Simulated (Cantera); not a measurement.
An adiabatic, constant-volume homogeneous reactor starts with CO : H2 : O2 : N2 = 1 : 0.4 : 1.32 : 4.97 (molar parts), at 1525 K and 4.93 atm.

Model: GRI-Mech 3.0 (53 species, 325 reactions), integrated in Cantera. The hydrogen kinetics of GRI-Mech 3.0 are dated; newer H2 mechanisms differ, most at raised pressure.

Question: Predict: time of steepest temperature rise; temperature at 0.700 s; equilibrium temperature; x(CO) at 0.700 s; x(H2) at 0.700 s; x(O2) at 0.700 s; x(NO) at 0.700 s; x(CO2) at 0.700 s; x(H) at 0.700 s; x(OH) at 0.700 s.

Answer: 
```
Property                                                             Value
---------------------------------  ---------------------------------------
time of steepest temperature rise                                  4.45 µs
temperature at 0.700 s                                              2804 K
equilibrium temperature                                             2804 K
x(CO) at 0.700 s                     0.0220 (gas-phase equilibrium 0.0220)
x(H2) at 0.700 s                   0.00130 (gas-phase equilibrium 0.00130)
x(O2) at 0.700 s                     0.0826 (gas-phase equilibrium 0.0826)
x(NO) at 0.700 s                     0.0218 (gas-phase equilibrium 0.0218)
x(CO2) at 0.700 s                      0.119 (gas-phase equilibrium 0.119)
x(H) at 0.700 s                    0.00103 (gas-phase equilibrium 0.00103)
x(OH) at 0.700 s                     0.0110 (gas-phase equilibrium 0.0110)
```
